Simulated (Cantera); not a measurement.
A closed system holds: 1 mol KCl, 170 mol H2, 2.8 mol HF, held at 1548 K and 0.110 Pa.

These are equilibrium values from Cantera (NASA tables, ideal gas, pure condensed phases), not measurements of a reactor. Candidate condensed phases: K, KCl, KF, KHF2; 23 gas species. Kinetics and transport are ignored.

Base state: H2 0.946, H 0.0286, HF 0.0158, K 0.00404, HCl 0.00398, KCl 0.00158, Cl 9.59e-5, KF 3.36e-5 (mole fractions); condensed: gas only.

### Question
What changes in the equilibrium state with this change: temperature from 1548 K to 1723.15 K?

### Answer
```
species   before     after
-------  -------  --------
H2         0.946     0.818
H         0.0286     0.157
HF        0.0158    0.0148
KCl      0.00158  0.000414
K        0.00404   0.00486
Cl       9.59e-5  0.000632
KF       3.36e-5   1.33e-5
HCl      0.00398   0.00424
```
